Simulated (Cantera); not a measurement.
A perfectly stirred reactor is fed with 17.1 % CO, 0.785 % H₂, 15.4 % O₂, 57.8 % N₂, 8.36 % H₂O, 0.546 % CO₂, equivalence ratio 0.58, at 1.70 bar; it is adiabatic with a 675 K inlet, and is followed from long to short residence time, starting on the burning branch (τ in s: 0.053, 0.02, 0.0075, 0.0028, 0.0011, 0.0004, 0.00015, 5.7e-05, 2.1e-05, 8.1e-06).

Detailed kinetics in Cantera: GRI-Mech 3.0 (53 species, 325 reactions).

Task: Predict: blow-out, bracketed by the residence times tried; x(CO) at τ = 53.0 ms; x(H₂) at τ = 53.0 ms; x(O₂) at τ = 53.0 ms; x(H₂O₂) at τ = 53.0 ms; x(NO₂) at τ = 53.0 ms; x(CO) at τ = 0.400 ms; x(H₂) at τ = 0.400 ms; x(O₂) at τ = 0.400 ms; x(H₂O₂) at τ = 0.400 ms; x(NO₂) at τ = 0.400 ms.

Result: 
```json
{
  "blow_out_bracketed_by_the_residence_times_tried": "burning at 0.150 ms, out at 57.0 µs",
  "x(CO) at τ = 53.0 ms": "0.00224",
  "x(H₂) at τ = 53.0 ms": "0.000216",
  "x(O₂) at τ = 53.0 ms": "0.0712",
  "x(H₂O₂) at τ = 53.0 ms": "8.89e-8",
  "x(NO₂) at τ = 53.0 ms": "3.24e-7",
  "x(CO) at τ = 0.400 ms": "0.0284",
  "x(H₂) at τ = 0.400 ms": "0.00237",
  "x(O₂) at τ = 0.400 ms": "0.0818",
  "x(H₂O₂) at τ = 0.400 ms": "6.17e-7",
  "x(NO₂) at τ = 0.400 ms": "1.83e-8"
}
```
